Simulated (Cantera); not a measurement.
Feed: 1 mol ZrO2, 120 mol H2, equilibrated at 1875 K and 3.30 Torr.

Method: chemical equilibrium by Gibbs-energy minimisation in Cantera with the NASA 1993 tables (ideal gas, pure condensed phases). Candidate condensed phases: H2O, Zr, ZrO2; 12 gas species. Rates play no part.

Base state: H2 0.990, H 0.00983 (mole fractions); condensed: ZrO2(tetragonal).

Task: What changes in the equilibrium state with this change: temperature from 1875 K to 1573.15 K?

Result: 
```
species                 before     after
---------------------  -------  --------
H2                       0.990     0.999
H                      0.00983  0.000614
ZrO2(tetragonal), mol    1.000     1.000
```
